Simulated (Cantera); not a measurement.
A Cantera script and its output.

```python
import numpy as np
import cantera as ct

gas = ct.Solution("gri30.yaml")


def delay(T, t_max=10):
    gas.TPX = T, 1000000, {'CH4': 1, 'O2': 1.54, 'N2': 5.78, 'CO2': 0.76}
    reactor = ct.IdealGasConstPressureReactor(gas, clone=False)
    net = ct.ReactorNet([reactor])
    net.rtol, net.atol = 1e-8, 1e-16
    while net.time < t_max:
        t_old, T_old = net.time, reactor.T
        net.step()
        if reactor.T > T + 400:  # ignition: a rise of 400 K
            return t_old + (T + 400 - T_old) / (reactor.T - T_old) * (net.time - t_old)
    return np.nan


taus = []
for T in [1000, 1050, 1100, 1150, 1200, 1250, 1300]:
    taus.append(delay(T))
    print(f"T0 = {T:6g} K   tau = {taus[-1]:.4e} s")
```

Output:

```
T0 =   1000 K   tau = 9.9655e-02 s
T0 =   1050 K   tau = 4.4842e-02 s
T0 =   1100 K   tau = 2.1846e-02 s
T0 =   1150 K   tau = 1.1256e-02 s
T0 =   1200 K   tau = 6.0388e-03 s
T0 =   1250 K   tau = 3.3439e-03 s
T0 =   1300 K   tau = 1.9014e-03 s
```

Cantera simulation using GRI-Mech 3.0 (53 species, 325 reactions); the numbers are that mechanism's predictions, not measurements.
